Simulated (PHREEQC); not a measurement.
A solution holds 100 mmol/kgw HF, 1.7 mmol/kgw (CH3)4NF and 1.2 mmol/kgw H4SiO4, at 74 °C. Closed to the air; pH follows from the charge balance.

Equilibrium calculation in PHREEQC: ion-association model, wateq4f.dat.

Each row changes one thing in this solution. No solid was allowed to form.

```csv
case,pH,ionic strength (mol/kgw),HF (mol/kgw),F- (mol/kgw),HF2- (mol/kgw)
as made,2.24,0.00920,0.0822,0.00412,0.00148
(CH3)4NF from 0.0017 to 0.00255 mol/kgw,2.27,0.00963,0.0825,0.00444,0.00160
H4SiO4 left out,2.31,0.00699,0.0870,0.00507,0.00192
(CH3)4NF left out,2.18,0.00840,0.0816,0.00354,0.00126
HF left out,6.47,0.00170,2.15e-6,0.00170,1.59e-8
0.0052 mol/kgw HCl added,2.06,0.0126,0.0842,0.00281,0.00103
temperature from 74 to 25 °C,2.12,0.0114,0.0639,0.00622,0.00153
```

Some of these states are supersaturated (in Quartz (slow to form), Chalcedony (slow to form), for instance). (CH3)4N+ isn't in the database: it is added as a free cation with an ion size of 4 Å. wateq4f.dat counts part of the HF as a dimer, H2F2, which phreeqc.dat doesn't know; its constant is uncertain. Constants without temperature data keep their 25 °C values here. SiF6-2 is the database's only silicon fluoride.
